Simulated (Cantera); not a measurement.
## Transport properties of process gases

Gas mixture: 50.0 % CH3OH, 11.7 % N2, 38.3 % C3H8, at 1330 Pa, frozen composition.

Cantera's kinetic-theory transport with the Lennard-Jones parameters of GRI-Mech 3.0, ideal gas; thermal conductivity in the multicomponent form. Polar gases are described roughly by these parameters. The composition is frozen, though it would react at the higher temperatures.

| T (K) | ρ (kg/m³) | cp (J/kg/K) | μ (µPa s) | λ (mW/m/K) | Pr | D (cm²/s) CH3 | D (cm²/s) O | D (cm²/s) CO2 |
|---|---|---|---|---|---|---|---|---|
| 400 | 0.0145 | 1801 | 12.7 | 29.5 | 0.777 | 19.7 | 28.2 | 13.1 |
| 500 | 0.0116 | 2108 | 15.7 | 42.3 | 0.781 | 29.7 | 42.0 | 20.0 |
| 600 | 0.00967 | 2389 | 18.4 | 56.2 | 0.784 | 41.3 | 57.8 | 28.0 |
| 700 | 0.00829 | 2634 | 21.1 | 70.5 | 0.786 | 54.2 | 75.4 | 37.1 |
| 800 | 0.00725 | 2843 | 23.5 | 84.9 | 0.788 | 68.5 | 94.8 | 47.1 |
| 900 | 0.00645 | 3023 | 25.9 | 99.1 | 0.789 | 84.0 | 116 | 58.1 |
| 1000 | 0.00580 | 3192 | 28.1 | 114 | 0.789 | 101 | 139 | 69.9 |
| 1100 | 0.00527 | 3323 | 30.2 | 127 | 0.789 | 119 | 163 | 82.5 |
D: mixture-averaged diffusion coefficient of that species in the mixture.
